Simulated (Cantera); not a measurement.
# Ni + H₂S + N₂ (metals in furnace atmospheres)

Charge: 1 mol Ni, a varied amount of H₂S, 2.8 mol N₂, held at 975 K and 4.10 bar.

Equilibrium computed with Cantera from the NASA thermochemical tables; the gas is ideal and each condensed phase is pure. Candidate condensed phases: Ni, NiS, NiS₂, Ni₃S₂, Ni₃S₄, S; 17 gas species. Metal and sulfide melt together well below either melting point, which pure phases cannot show. The numbers say what is thermodynamically allowed, not how fast it happens.

From 0.0072 mol H₂S to 0.65 mol H₂S the condensed part is Ni(s) + Ni₃S₂(s). From 1.4 mol H₂S to 2.9 mol H₂S the condensed part is Ni₃S₂(s).

```csv
n(H₂S) (mol),x N₂,x H₂S,x H₂,x NH₃,x S₂,x SH,n Ni(s),n Ni₃S₂(s)
0.0072,0.997,7.30e-6,0.00256,3.65e-7,6.19e-11,2.59e-10,0.989,0.00359
0.015,0.995,1.52e-5,0.00531,1.09e-6,6.19e-11,3.73e-10,0.978,0.00748
0.032,0.989,3.22e-5,0.0113,3.36e-6,6.19e-11,5.44e-10,0.952,0.0160
0.069,0.976,6.84e-5,0.0240,1.04e-5,6.19e-11,7.93e-10,0.897,0.0344
0.15,0.949,0.000145,0.0507,3.14e-5,6.19e-11,1.15e-9,0.776,0.0748
0.31,0.900,0.000283,0.0993,8.40e-5,6.19e-11,1.61e-9,0.536,0.155
0.65,0.812,0.000536,0.188,0.000207,6.19e-11,2.22e-9,0.0278,0.324
1.4,0.667,0.175,0.159,0.000146,9.21e-6,7.87e-7,0,0.333
2.9,0.491,0.392,0.117,7.93e-5,8.51e-5,2.05e-6,0,0.333
```
x: gas mole fraction; n: condensed amount in mol.
